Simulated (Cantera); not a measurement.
A Cantera script and its output.

```python
import numpy as np
import cantera as ct

gas = ct.Solution("gri30.yaml")
gas.TPX = 373, 230000, {'CH4': 1, 'C2H6': 1.5, 'O2': 7.4, 'N2': 27.8, 'H2': 0.38}
flame = ct.FreeFlame(gas, width=0.022)
flame.set_refine_criteria(ratio=3, slope=0.08, curve=0.16)
flame.transport_model = "mixture-averaged"
flame.solve(loglevel=0, auto=True)
z, T = flame.grid, flame.T
thick = (T[-1] - T[0]) / np.gradient(T, z).max()
show = ['CH4', 'C2H6', 'O2', 'H2', 'HO2', 'CH2CO']
print(f"laminar burning velocity  {flame.velocity[0] * 100:.3f} cm/s")
print(f"burnt temperature         {T[-1]:.1f} K")
print(f"thermal thickness         {thick * 1e3:.4f} mm")
print(f"grid points               {len(z)}")
z0 = z[flame.heat_release_rate.argmax()]
print(f"{'z/mm':>9s}{'T/K':>9s}{'u/(m/s)':>9s}" + "".join(f"{s:>11s}" for s in show))
rows = []
for k in (-3, -2, -1.5, -1, -0.5, -0.25, 0, 0.25, 0.5, 1, 2, 4, 8):
    zz = z0 + k * thick
    rows.append([k * thick, np.interp(zz, z, T), np.interp(zz, z, flame.velocity),
                 *(np.interp(zz, z, flame.X[gas.species_index(s)]) for s in show)])
    print(f"{rows[-1][0] * 1e3:9.3f}{rows[-1][1]:9.1f}{rows[-1][2]:9.3f}" + "".join(f"{x:11.3e}" for x in rows[-1][3:]))
```

Output:

```
laminar burning velocity  49.753 cm/s
burnt temperature         2321.3 K
thermal thickness         0.1846 mm
grid points               142
     z/mm      T/K  u/(m/s)        CH4       C2H6         O2         H2        HO2      CH2CO
   -0.554    373.3    0.498  2.624e-02  3.937e-02  1.942e-01  1.041e-02  9.004e-08  5.512e-09
   -0.369    375.3    0.501  2.619e-02  3.934e-02  1.940e-01  1.117e-02  7.374e-07  6.606e-08
   -0.277    383.2    0.512  2.604e-02  3.924e-02  1.932e-01  1.218e-02  3.759e-06  5.037e-07
   -0.185    441.8    0.594  2.514e-02  3.852e-02  1.886e-01  1.424e-02  3.429e-05  7.798e-06
   -0.092    858.4    1.175  1.940e-02  2.853e-02  1.525e-01  1.769e-02  3.551e-04  1.719e-04
   -0.046   1303.9    1.814  1.290e-02  1.290e-02  1.093e-01  1.940e-02  3.363e-04  5.335e-04
    0.000   1732.3    2.440  4.272e-03  8.047e-04  6.026e-02  1.847e-02  1.476e-04  5.843e-04
    0.046   1915.1    2.693  3.397e-04  1.452e-06  3.243e-02  1.368e-02  2.526e-05  7.629e-05
    0.092   1979.1    2.769  1.245e-05  6.870e-10  2.301e-02  1.139e-02  1.263e-05  2.934e-06
    0.185   2053.7    2.855  2.361e-08  5.783e-15  1.754e-02  1.047e-02  8.299e-06  5.329e-09
    0.369   2136.0    2.954  1.215e-12  7.391e-21  1.385e-02  9.052e-03  5.161e-06  2.909e-13
    0.739   2211.3    3.045  3.788e-16  8.133e-29  1.060e-02  7.113e-03  2.958e-06  4.539e-18
    1.477   2266.6    3.110  1.912e-16 -2.081e-29  7.980e-03  5.485e-03  1.744e-06  1.706e-18
```

Cantera simulation using GRI-Mech 3.0 (53 species, 325 reactions); the numbers are that mechanism's predictions, not measurements. Burning velocities carry a grid error of a few per cent, more on coarse grids.
